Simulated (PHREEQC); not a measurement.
NaCl is added in steps, without added water, to 1 kg of water holding 0.014 mol HNO3 and 0.077 mol Fe(NO3)3, at 45 °C. Oxygen is held at 0.21 atm. No CO2 enters from the air. Only these solids could form: Hematite, Halite.

Base run: PHREEQC, ion-association model, wateq4f.dat. Each further column changes one thing. The table gives pH.

```csv
NaCl added (mol),base,temperature from 45 to 5 °C,temperature from 45 to 55 °C,HNO3 replaced by Cd(NO3)2 at the same molality,no solid may form
0,0.72,0.73,0.72,0.74,1.46
0.0225,0.72,0.73,0.72,0.75,1.48
0.045,0.72,0.74,0.72,0.75,1.51
0.0675,0.72,0.74,0.72,0.75,1.54
0.09,0.72,0.74,0.73,0.75,1.56
0.1125,0.73,0.75,0.73,0.75,1.58
0.1275,0.73,0.75,0.73,0.75,1.60
0.15,0.73,0.75,0.73,0.75,1.62
0.1725,0.73,0.76,0.73,0.75,1.64
0.195,0.73,0.76,0.73,0.76,1.66
0.2175,0.73,0.77,0.73,0.76,1.67
0.24,0.73,0.77,0.73,0.76,1.69
```

Away from 25 °C the constants follow the database's enthalpies or fits; those with neither stay at their 25 °C values. In at least one series the solution becomes supersaturated in solids that the run did not let form, among them Hematite. Solids allowed in the column 'HNO3 replaced by Cd(NO3)2 at the same molality': Hematite, Cd(OH)2, CdOHCl, Halite.
